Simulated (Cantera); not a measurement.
What does this Cantera script print?

```python
import numpy as np
import cantera as ct

gas_names = """
    CL CL2 H HCL H2 Si SiCL SiCL2 SiCL3 SiCL4 SiH SiHCL3 SiH2 SiH2CL2 SiH3 SiH3CL SiH4 Si2 Si3
""".split()
cond_names = """
    Si(cr) Si(L)
""".split()


# ... load() reads the species with a 1 bar reference pressure and builds the phases ...
atoms = {
    'SiHCl3': {'Si': 1, 'H': 1, 'CL': 3},
    'H2': {'H': 2},
}
top_T = {}  # K; cautious upper limits of use, not melting points


# ... equilibrate(T, P, feed) seeds the gas with the atoms and calls Mixture.equilibrate('TP', solver="vcs", rtol=1e-11, max_steps=5000) ...
results = []
feed = {'SiHCl3': 1, 'H2': 160}  # mol
P = 190  # Pa
for T in [1150, 1200, 1250, 1300, 1350, 1400, 1450, 1500, 1550, 1600, 1650, 1700, 1750, 1800]:
    mix = equilibrate(T, P, feed)
    results.append((T, P, feed, dict(zip(mix.species_names, mix.species_moles))))

top = {s: max(r[3][s] / sum(r[3][g] for g in gas_names) for r in results) for s in gas_names}
cols = sorted((s for s in top if top[s] > 1e-05), key=lambda s: -top[s])[:9]
seen = [c for c in cond_names if any(r[3].get(c, 0) > 1e-12 for r in results)]
print("log10 of partial pressures in bar; condensed amounts in mol")
print(f"{'T/K':>10s}" + "".join(f"{s[:9]:>10s}" for s in cols + seen))
for T, P, feed, n in results:
    ng = sum(n[g] for g in gas_names)
    print(f"{T:10.4g}" + "".join(f"{np.log10(max(n[s] / ng * P / 1e5, 1e-99)):10.3f}" for s in cols)
          + "".join(f"{n.get(c, 0):10.4g}" for c in seen))
```

Result:

```
log10 of partial pressures in bar; condensed amounts in mol
       T/K        H2       HCL         H        Si     SiCL2      SiCL        CL       SiH      SiH2    Si(cr)     Si(L)
      1150    -2.729    -4.489    -8.492   -12.703    -5.907   -11.278   -10.307   -12.747   -11.111    0.8868         0
      1200    -2.729    -4.490    -8.069   -11.858    -5.877   -10.734    -9.892   -12.046   -10.654    0.8831         0
      1250    -2.729    -4.491    -7.680   -11.081    -5.852   -10.235    -9.510   -11.403   -10.234     0.878         0
      1300    -2.729    -4.492    -7.321   -10.364    -5.830    -9.775    -9.158   -10.809    -9.846    0.8725         0
      1350    -2.729    -4.494    -6.987    -9.700    -5.810    -9.350    -8.832   -10.260    -9.486    0.8671         0
      1400    -2.729    -4.496    -6.678    -9.085    -5.792    -8.957    -8.529    -9.751    -9.153    0.8617         0
      1450    -2.729    -4.497    -6.389    -8.512    -5.777    -8.590    -8.246    -9.277    -8.843    0.8563         0
      1500    -2.729    -4.499    -6.119    -7.978    -5.762    -8.249    -7.982    -8.836    -8.554    0.8505         0
      1550    -2.729    -4.501    -5.866    -7.479    -5.749    -7.930    -7.736    -8.424    -8.283    0.8433         0
      1600    -2.730    -4.502    -5.629    -7.011    -5.738    -7.632    -7.504    -8.037    -8.030    0.8319         0
      1650    -2.730    -4.504    -5.407    -6.572    -5.728    -7.353    -7.287    -7.675    -7.793    0.8101         0
      1700    -2.731    -4.506    -5.197    -6.168    -5.727    -7.099    -7.082    -7.344    -7.579         0    0.7681
      1750    -2.732    -4.505    -4.999    -5.824    -5.756    -6.893    -6.885    -7.068    -7.413         0     0.698
      1800    -2.733    -4.504    -4.813    -5.498    -5.785    -6.699    -6.700    -6.808    -7.257         0    0.5472
```

Method: chemical equilibrium by Gibbs-energy minimisation in Cantera with the NASA 1993 tables (ideal gas, pure condensed phases). The tables' values for SiCl, SiCl3 are old estimates; treat these amounts as uncertain. Gases not in the tables: Si2H6 and higher silanes.
